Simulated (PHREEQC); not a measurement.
A made-up water analysis in mmol/kgw, 25 °C, pH 5.83, pe 11.4:

| constituent | mmol/kgw |
|---|---|
| Na | 0.0389 |
| K | 0.0571 |
| Ca | 0.05 |
| Mg | 0.0319 |
| Cl | 0.0801 |
| S(6) | 0.0797 |
| Alkalinity (meq/kgw) | 0.0245 |
| Si | 4.64e-05 |
| Cd | 8.72e-05 |
| Pb | 0.00116 |
| O(0) (counted as O atoms) | 0.00114 |

Cl is adjusted to close the charge balance.
Valence states are taken as typed.

All values are PHREEQC results (ion-association model, wateq4f.dat), not measurements.

```tsv
quantity	before	after
CO2 (mol/kgw)	8.42e-5	9.84e-5
HCO3- (mol/kgw)	2.59e-5	2.59e-5
Pb+2 (mol/kgw)	1.07e-6	1.07e-6
CaSO4 (mol/kgw)	6.41e-7	5.86e-7
MgSO4 (mol/kgw)	4.80e-7	3.71e-7
PbSO4 (mol/kgw)	3.92e-8	3.95e-8
SI of Anglesite (PbSO4)	-2.37	-2.31
SI of Pb(OH)2 (Pb(OH)2)	-2.50	-2.86
```

### Question
Name the change that produced these shifts.
(A) pH from 5.83 to 6.13 at the same alkalinity
(B) temperature from 25 to 15 °C at the same typed pH
(C) all concentrations times 4 at the same typed pH

### Answer
B, temperature from 25 to 15 °C at the same typed pH

No solid was allowed to form.
